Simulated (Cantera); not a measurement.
Input: 1 mol Si, 0.019 mol N2O, 3.4 mol H2, at 948.15 K and 100 Torr.

Method: chemical equilibrium by Gibbs-energy minimisation in Cantera with the NASA 1993 tables (ideal gas, pure condensed phases). Candidate condensed phases: H2O, Si, SiO2, Si2N2O, Si3N4; 35 gas species. Equilibrium is a limit: real reactors are often held back by kinetics, nucleation or transport.

Base state: H2 1.00 (mole fractions); condensed: Si(s) + Si2N2O(s).

Problem. What changes in the equilibrium state with this change: temperature from 948.15 K to 1873 K?

Solution. 
```csv
species,before,after
H2,1.00,0.987
SiO,<1e-9,0.00552
N2,<1e-9,0.00552
H,1.44e-9,0.00176
Si,<1e-9,6.61e-5
"Si(s), mol",0.962,0
"Si2N2O(s), mol",0.0190,0
"Si(l), mol",0,0.981
```
Gases not in the tables: Si2H6 and higher silanes.
